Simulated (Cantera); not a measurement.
Diamond growth

A diamond (100) surface in a fixed gas of H2 with x(CH4) = 0.0026, x(CH3) = 2.7e-05, at 900 K, 6900 Pa; coverages are run to steady state.

Computed with Cantera and the Harris–Goodwin 1993 mechanism for the reconstructed diamond (100) surface.

| x(H) | growth (µm/h) | θ c6HH | θ c6H* | θ c6*H | θ c6** | θ c6HM |
|---|---|---|---|---|---|---|
| 0.0001 | 0.389 | 0.569 | 0.00824 | 0.231 | 0.00253 | 0.152 |
| 0.00025 | 0.487 | 0.630 | 0.00937 | 0.262 | 0.00343 | 0.0761 |
| 0.00061 | 0.541 | 0.664 | 0.00998 | 0.279 | 0.00396 | 0.0346 |
| 0.0015 | 0.567 | 0.680 | 0.0103 | 0.287 | 0.00422 | 0.0148 |
| 0.0038 | 0.579 | 0.687 | 0.0104 | 0.291 | 0.00434 | 0.00595 |
| 0.0094 | 0.584 | 0.690 | 0.0106 | 0.292 | 0.00439 | 0.00242 |
| 0.023 | 0.586 | 0.691 | 0.0107 | 0.292 | 0.00443 | 0.000994 |
| 0.058 | 0.588 | 0.692 | 0.0112 | 0.292 | 0.00448 | 0.000395 |
| 0.14 | 0.592 | 0.692 | 0.0122 | 0.291 | 0.00458 | 0.000164 |
θ: site fractions in the mechanism's names (c6HH fully hydrogenated, c6H* and c6*H radical sites, c6** diradical, c6HM methylated).
